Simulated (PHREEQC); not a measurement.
Dissolve 0.015 mol/kgw HCl, 0.072 mol/kgw NiSO4 and 0.0041 mol/kgw MgSO4 at 25 °C. Closed to the air; pH follows from the charge balance.

All values are PHREEQC results (ion-association model, wateq4f.dat), not measurements.

The ionic strength comes out as 0.179 mol/kgw. What activity coefficients do H+, Mg+2, HSO4-, Ni+2, SO4-2 get?

H+ 0.80, Mg+2 0.35, HSO4- 0.74, Ni+2 0.32, SO4-2 0.30.

Precipitation was switched off in this run.
